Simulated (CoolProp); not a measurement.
Vapour-liquid equilibrium of isobutene (1) + acetone (2) at 0.905 MPa; x and y are mole fractions of (1).

Computed with CoolProp (multi-fluid Helmholtz-energy mixture model, Lemmon 2005 and Lemmon 2006; pair parameters Bell 2016).

```csv
x,bubble temperature (K),y at the bubble point,dew temperature at overall composition x (K),liquid density (mol/L)
0.05,401.0,0.208,409.2,11.06
0.2,376.5,0.585,401.4,11.09
0.35,362.3,0.741,392.8,10.87
0.5,354.2,0.818,___,10.53
0.65,348.9,0.868,371.0,10.16
0.8,344.7,___,356.1,9.825
0.95,340.7,0.974,___,9.549
```

Complete the blanks.


- 0.5, dew temperature at overall composition x (K): 382.9
- 0.8, y at the bubble point: 0.915
- 0.95, dew temperature at overall composition x (K): 342.2

No azeotrope shows between x = 0.05 and 0.95.

Pair parameters are fitted to limited data, so mixtures are less certain than the pure fluids.
